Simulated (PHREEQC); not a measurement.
**Alkaline etch or developer**

Make-up at 25 °C: 0.071 mol KOH, 0.017 mol H3BO3 and 0.014 mol K2CO3 per kg of water. Closed to the air; pH follows from the charge balance.

All values are PHREEQC results (ion-association model, phreeqc.dat), not measurements.

Each row changes one thing in this solution. This is a speciation only: nothing precipitates in the calculation.

```
case                                             pH  ionic strength (mol/kgw)
--------------------------------------------  -----  ------------------------
as made                                       12.61                     0.113
K2CO3 from 0.014 to 0.14 mol/kgw                [?]                       [?]
K2CO3 replaced by K2SO4 at the same molality  12.61                     0.108
diluted 10-fold with water                    11.68                       [?]
```

Problem. What belongs in the gaps?

Solution. 
- K2CO3 from 0.014 to 0.14 mol/kgw, pH: 12.54
- K2CO3 from 0.014 to 0.14 mol/kgw, ionic strength (mol/kgw): 0.491
- diluted 10-fold with water, ionic strength (mol/kgw): 0.0113

Species that the database lacks are ignored.
